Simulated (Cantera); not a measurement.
An isothermal, constant-pressure homogeneous reactor starts with NO : N₂ = 1 : 0.14 (molar parts), at 1875 K and 0.132 atm. Integrator tolerance rtol = 1e-08.

Cantera simulation using GRI-Mech 3.0 (53 species, 325 reactions); the numbers are that mechanism's predictions, not measurements.

| quantity | before | after |
|---|---|---|
| x(NO) at 10.0 s | 0.284 (gas-phase equilibrium 0.00646) | 0.0408 (gas-phase equilibrium 0.00646) |
| x(NO₂) at 10.0 s | 0.000265 (gas-phase equilibrium 7.31e-6) | 0.000124 (gas-phase equilibrium 2.00e-5) |
| x(N₂O) at 10.0 s | 2.69e-5 (gas-phase equilibrium 1.13e-7) | 9.38e-7 (gas-phase equilibrium 3.09e-7) |
| x(O₂) at 10.0 s | 0.296 (gas-phase equilibrium 0.435) | 0.418 (gas-phase equilibrium 0.435) |
| x(O) at 10.0 s | 0.000366 (gas-phase equilibrium 0.000437) | 0.000157 (gas-phase equilibrium 0.000160) |
| x(N₂) at 10.0 s | 0.419 (gas-phase equilibrium 0.558) | 0.541 (gas-phase equilibrium 0.558) |

Task: Which change was made?
(A) N2 0.14 to 0.76 parts
(B) temperature 1875 to 1950 K
(C) pressure from 0.132 atm to 0.168 atm
(D) pressure from 0.132 atm to 0.987 atm

Result: D, pressure from 0.132 atm to 0.987 atm
